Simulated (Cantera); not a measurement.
A perfectly stirred reactor is fed with CO : H₂ : O₂ : N₂ : CO₂ = 1 : 0.3 : 1.07 : 8.63 : 0.72 (molar parts), equivalence ratio 0.61, at 0.700 bar; it is adiabatic with a 548 K inlet, and is followed from long to short residence time, starting on the burning branch (τ in s: 0.44, 0.14, 0.045, 0.014, 0.0045, 0.0014, 0.00046, 0.00015, 4.6e-05, 1.5e-05, 4.7e-06).

Cantera simulation using GRI-Mech 3.0 (53 species, 325 reactions); the numbers are that mechanism's predictions, not measurements.

Task: What does this change do: inlet temperature 548 to 773 K?

Result: 
```csv
quantity,before,after
"blow-out, bracketed by the residence times tried","burning at 4.50 ms, out at 1.40 ms","burning at 0.460 ms, out at 0.150 ms"
x(CO) at τ = 0.440 s,0.000910,0.00125
x(H₂) at τ = 0.440 s,5.06e-5,6.32e-5
x(O₂) at τ = 0.440 s,0.0383,0.0383
x(CO₂) at τ = 0.440 s,0.154,0.154
x(H₂O) at τ = 0.440 s,0.0269,0.0268
x(CO) at τ = 1.40 ms,0.0853,0.0264
x(H₂) at τ = 1.40 ms,0.0256,0.00132
x(O₂) at τ = 1.40 ms,0.0913,0.0496
x(CO₂) at τ = 1.40 ms,0.0614,0.126
x(H₂O) at τ = 1.40 ms,<1e-12,0.0233
```
